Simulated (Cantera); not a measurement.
Input: 1 mol SiH2Cl2, 2.9 mol H2O, held at 1825 K and 0.170 bar.

Cantera equilibrium calculation (NASA polynomials, part measured and part estimated; ideal gas, pure solids and liquids). Candidate condensed phases: H2O, Si, SiO2; 30 gas species. The tables hold silica as quartz up to 1696 K and as liquid above; real silica turns to tridymite and cristobalite and melts near 1996 K. Gases not in the tables: Si(OH)4. The numbers say what is thermodynamically allowed, not how fast it happens.

Base state: H2 0.408, HCl 0.407, H2O 0.184, H 0.000682, Cl 0.000520, SiO 4.64e-5, OH 2.15e-5 (mole fractions); condensed: SiO2(condensed).

Q: What changes in the equilibrium state with this change: H2O from 2.9 to 0.19 mol?

A: 
```json
[
 {"species": "H2", "before": "0.408", "after": "0.405"},
 {"species": "SiCl2", "before": "2.43e-8", "after": "0.294"},
 {"species": "HCl", "before": "0.407", "after": "0.200"},
 {"species": "H2O", "before": "0.184", "after": "6.33e-6"},
 {"species": "SiCl3", "before": "2.89e-9", "after": "0.0172"},
 {"species": "SiO", "before": "4.64e-5", "after": "0.0807"},
 {"species": "SiCl4", "before": "<1e-9", "after": "0.00156"},
 {"species": "SiHCl3", "before": "<1e-9", "after": "0.000841"},
 {"species": "SiCl", "before": "<1e-9", "after": "0.000259"},
 {"species": "SiO2(condensed), mol", "before": "1.000", "after": "0"},
 {"species": "Si(l), mol", "before": "0", "after": "0.0699"}
]
```
The tables' values for SiCl3, SiCl are old estimates; treat these amounts as uncertain. Gases not in the tables: Si2H6 and higher silanes.

Q: What changes in the equilibrium state with this change: temperature from 1825 K to 2075 K?

A: 
```csv
species,before,after
HCl,0.407,0.402
H2,0.408,0.402
H2O,0.184,0.185
H,0.000682,0.00410
SiO,4.64e-5,0.00284
OH,2.15e-5,0.000215
Cl,0.000520,0.00303
"SiO2(condensed), mol",1.000,0
"SiO2(l), mol",0,0.986
```

Q: What changes in the equilibrium state with this change: H2O from 2.9 to 0.46 mol?

A: 
```tsv
species	before	after
H2	0.408	0.357
HCl	0.407	0.296
SiCl2	2.43e-8	0.169
H2O	0.184	4.73e-5
SiO	4.64e-5	0.158
SiCl3	2.89e-9	0.0157
SiCl4	<1e-9	0.00223
SiHCl3	<1e-9	0.000717
SiCl	<1e-9	9.44e-5
SiH2Cl2	<1e-9	4.22e-5
OH	2.15e-5	5.91e-9
SiO2(condensed), mol	1.000	0.00240
```
The tables' values for SiCl3, SiCl are old estimates; treat these amounts as uncertain.
